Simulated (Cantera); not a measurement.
Feed: 1 mol PbO, 2.9 mol O2, 30 mol N2, equilibrated at 0.0100 bar.

Equilibrium computed with Cantera from the NASA thermochemical tables; the gas is ideal and each condensed phase is pure. Candidate condensed phases: Pb, PbO, PbO2, Pb3O4; 12 gas species. Gases not in the tables: (PbO)n polymers. Equilibrium is a limit: real reactors are often held back by kinetics, nucleation or transport.

x: gas mole fraction; n: condensed amount in mol.

```json
[
 {"T (°C)": "475", "x N2": "0.912", "x O2": "0.0881", "x PbO": "3.71e-10", "x Pb": "<1e-12", "x NO": "5.37e-7", "x O": "<1e-12", "n PbO(red)": "1.00", "n PbO(yellow)": "0", "n PbO(l)": "0"},
 {"T (°C)": "550", "x N2": "0.912", "x O2": "0.0881", "x PbO": "___", "x Pb": "<1e-12", "x NO": "___", "x O": "<1e-12", "n PbO(red)": "0", "n PbO(yellow)": "1.000", "n PbO(l)": "0"},
 {"T (°C)": "625", "x N2": "0.912", "x O2": "0.0881", "x PbO": "6.87e-7", "x Pb": "1.31e-10", "x NO": "6.25e-6", "x O": "1.48e-11", "n PbO(red)": "0", "n PbO(yellow)": "1.000", "n PbO(l)": "0"},
 {"T (°C)": "700", "x N2": "0.912", "x O2": "0.0881", "x PbO": "1.21e-5", "x Pb": "8.45e-9", "x NO": "1.61e-5", "x O": "2.01e-10", "n PbO(red)": "0", "n PbO(yellow)": "1.000", "n PbO(l)": "0"},
 {"T (°C)": "775", "x N2": "0.912", "x O2": "0.0881", "x PbO": "0.000139", "x Pb": "2.96e-7", "x NO": "3.61e-5", "x O": "1.88e-9", "n PbO(red)": "0", "n PbO(yellow)": "0.995", "n PbO(l)": "0"},
 {"T (°C)": "850", "x N2": "0.911", "x O2": "0.0880", "x PbO": "0.00114", "x Pb": "6.39e-6", "x NO": "7.26e-5", "x O": "1.30e-8", "n PbO(red)": "0", "n PbO(yellow)": "0.962", "n PbO(l)": "0"},
 {"T (°C)": "925", "x N2": "0.906", "x O2": "0.0875", "x PbO": "___", "x Pb": "___", "x NO": "___", "x O": "___", "n PbO(red)": "0", "n PbO(yellow)": "0", "n PbO(l)": "___"},
 {"T (°C)": "1000", "x N2": "0.885", "x O2": "0.0859", "x PbO": "0.0280", "x Pb": "0.000776", "x NO": "0.000224", "x O": "3.15e-7", "n PbO(red)": "0", "n PbO(yellow)": "0", "n PbO(l)": "0.0263"},
 {"T (°C)": "1075", "x N2": "0.884", "x O2": "0.0861", "x PbO": "0.0280", "x Pb": "0.00150", "x NO": "0.000363", "x O": "1.20e-6", "n PbO(red)": "0", "n PbO(yellow)": "0", "n PbO(l)": "0"},
 {"T (°C)": "1150", "x N2": "0.884", "x O2": "0.0865", "x PbO": "0.0269", "x Pb": "0.00261", "x NO": "0.000559", "x O": "3.96e-6", "n PbO(red)": "0", "n PbO(yellow)": "0", "n PbO(l)": "0"},
 {"T (°C)": "1225", "x N2": "0.883", "x O2": "0.0870", "x PbO": "0.0253", "x Pb": "0.00418", "x NO": "0.000826", "x O": "1.16e-5", "n PbO(red)": "0", "n PbO(yellow)": "0", "n PbO(l)": "0"},
 {"T (°C)": "1300", "x N2": "0.882", "x O2": "0.0878", "x PbO": "0.0232", "x Pb": "0.00621", "x NO": "0.00118", "x O": "3.09e-5", "n PbO(red)": "0", "n PbO(yellow)": "0", "n PbO(l)": "0"},
 {"T (°C)": "1375", "x N2": "0.880", "x O2": "0.0886", "x PbO": "0.0208", "x Pb": "0.00860", "x NO": "0.00162", "x O": "7.54e-5", "n PbO(red)": "0", "n PbO(yellow)": "0", "n PbO(l)": "0"}
]
```

### Question
Some entries are withheld; supply them.

### Answer

- 925, x PbO: 0.00655
- 925, x Pb: 8.53e-5
- 925, x NO: 0.000133
- 925, x O: 7.11e-8
- 925, n PbO(l): 0.780
- 550, x PbO: 2.27e-8
- 550, x NO: 2.05e-6
